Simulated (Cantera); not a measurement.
## Equilibrium for abatement and gas-phase synthesis: HF + H2 + N2

A closed system holds: 1 mol HF, a varied amount of H2, 0.2 mol N2, equilibrated at 500 °C and 8250 Torr.

Equilibrium computed with Cantera from the NASA thermochemical tables; the gas is ideal and each condensed phase is pure. The numbers say what is thermodynamically allowed, not how fast it happens.

| n(H2) (mol) | x HF | x H2 | x N2 | x NH3 | x H2F2 | x H3F3 |
|---|---|---|---|---|---|---|
| 0.046 | 0.802 | 0.0368 | 0.161 | 0.000123 | 0.000787 | 5.81e-7 |
| 0.064 | 0.790 | 0.0504 | 0.158 | 0.000196 | 0.000765 | 5.57e-7 |
| 0.089 | 0.775 | 0.0687 | 0.155 | 0.000309 | 0.000736 | 5.25e-7 |
| 0.12 | 0.757 | 0.0903 | 0.151 | 0.000460 | 0.000702 | 4.89e-7 |
| 0.17 | 0.730 | 0.123 | 0.146 | 0.000719 | 0.000652 | 4.38e-7 |
| 0.24 | 0.694 | 0.165 | 0.139 | 0.00109 | 0.000591 | 3.77e-7 |
| 0.34 | 0.650 | 0.219 | 0.129 | 0.00160 | 0.000517 | 3.09e-7 |
| 0.47 | 0.600 | 0.279 | 0.119 | 0.00221 | 0.000440 | 2.43e-7 |
| 0.66 | 0.539 | 0.352 | 0.106 | 0.00296 | 0.000355 | 1.76e-7 |
| 0.91 | 0.475 | 0.427 | 0.0933 | 0.00372 | 0.000277 | 1.21e-7 |
| 1.3 | 0.401 | 0.516 | 0.0781 | 0.00451 | 0.000197 | 7.30e-8 |
| 1.8 | 0.335 | 0.596 | 0.0645 | 0.00508 | 0.000137 | 4.23e-8 |
x: gas mole fraction; nothing condenses.

From 0.046 mol H2 to 1.8 mol H2 nothing is condensed.
